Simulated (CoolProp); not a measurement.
Model: reference Helmholtz-energy equation of state, Lemmon 2022, in CoolProp.

For R1234yf, give the phase and the cv (kJ/(kg K)), speed of sound (m/s), viscosity (µPa s), Prandtl number at 83.85 °C and 1.01 bar; 102.85 °C and 1.01 bar.


- 83.85 °C and 1.01 bar: gas; cv 0.928, speed of sound 166, viscosity 14.8, Prandtl number 0.792
- 102.85 °C and 1.01 bar: gas; cv 0.959, speed of sound 170, viscosity 15.6, Prandtl number 0.791

Viscosity comes from a separate model (Bell 2016), an estimate that may be off by 10 % or more. Thermal conductivity comes from a separate model (Perkins 2011).
